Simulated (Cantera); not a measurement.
Input (Python, Cantera) and output of one run.

```python
import numpy as np
import cantera as ct

gas_names = """
    H H2 Si SiH SiH2 SiH3 SiH4 Si2 Si3
""".split()
cond_names = """
    Si(cr) Si(L)
""".split()


def load(file, names, dense=False):
    # The tables refer to 1 bar. Condensed volumes are neglected.
    table = {s.name: s for s in ct.Species.list_from_file(file)}
    out = []
    for n in names:
        d = dict(table[n].input_data)
        d["thermo"] = dict(d["thermo"], **{"reference-pressure": 1e5})
        if dense:
            d["equation-of-state"] = {"model": "constant-volume", "density": "1e6 g/cm^3"}
        out.append(ct.Species.from_dict(d))
    return out


gas = ct.Solution(thermo="ideal-gas", species=load("nasa_gas.yaml", gas_names))
cond = {s.name: ct.Solution(thermo="fixed-stoichiometry", species=[s], name=s.name)
        for s in load("nasa_condensed.yaml", cond_names, dense=True)}
atoms = {
    'Si': {'Si': 1},
    'H2': {'H': 2},
}
top_T = {}  # K; cautious upper limits of use, not melting points


def equilibrate(T, P, feed):
    n = {}
    for name, mol in feed.items():
        for a, k in atoms[name].items():
            n[a] = n.get(a, 0.0) + k * mol
    gas.TPX = T, P, n
    mass = sum(n.values()) * gas.mean_molecular_weight
    gas.equilibrate("TP")
    valid = [c for c in cond.values() if c.min_temp <= T <= top_T.get(c.name, c.max_temp)]
    mix = ct.Mixture([(gas, mass / gas.mean_molecular_weight)] + [(c, 0.0) for c in valid])
    mix.T, mix.P = T, P
    mix.equilibrate("TP", solver="vcs", rtol=1e-11, max_steps=5000)
    return mix


results = []
feed = {'Si': 1, 'H2': 1.5}  # mol
T = 848.15  # K
P = 1700000  # Pa
mix = equilibrate(T, P, feed)
results.append((T, P, feed, dict(zip(mix.species_names, mix.species_moles))))
x = sorted(zip(gas.X, gas.species_names), reverse=True)
print(f"T = {T:g} K  P = {P:g} Pa  gas = {mix.phase_moles(0):.4g} mol")
print("   x: " + "  ".join(f"{s} {v:.3e}" for v, s in x if v > 0.001))
print("   condensed (mol): " + ("  ".join(f"{mix.phase(i).name} {mix.phase_moles(i):.4g}"
      for i in range(1, mix.n_phases) if mix.phase_moles(i) > 1e-12) or "none"))
```

Result:

```
T = 848.15 K  P = 1.7e+06 Pa  gas = 1.5 mol
   x: H2 1.000e+00
   condensed (mol): Si(cr) 1
```

These are equilibrium values from Cantera (NASA tables, ideal gas, pure condensed phases), not measurements of a reactor.
